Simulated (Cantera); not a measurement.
An adiabatic, constant-pressure homogeneous reactor starts with 23.9 % H2, 16.0 % O2, 60.1 % N2, at 1323 K and 500000 Pa.

Detailed kinetics in Cantera: the H2/O2 subset of GRI-Mech 3.0, which has no nitrogen chemistry. The hydrogen kinetics of GRI-Mech 3.0 are dated; newer H2 mechanisms differ, most at raised pressure.

Task: Predict: time of steepest temperature rise; temperature at 6.00 s; equilibrium temperature; x(H2) at 6.00 s; x(O2) at 6.00 s; x(H2O) at 6.00 s; x(OH) at 6.00 s; x(H2O2) at 6.00 s.

Result: 
```
Item                                                                Result
---------------------------------  ---------------------------------------
time of steepest temperature rise                                  5.94 µs
temperature at 6.00 s                                               2784 K
equilibrium temperature                                             2784 K
x(H2) at 6.00 s                      0.0108 (gas-phase equilibrium 0.0108)
x(O2) at 6.00 s                      0.0430 (gas-phase equilibrium 0.0430)
x(H2O) at 6.00 s                       0.244 (gas-phase equilibrium 0.244)
x(OH) at 6.00 s                      0.0226 (gas-phase equilibrium 0.0226)
x(H2O2) at 6.00 s                  1.38e-6 (gas-phase equilibrium 1.38e-6)
```
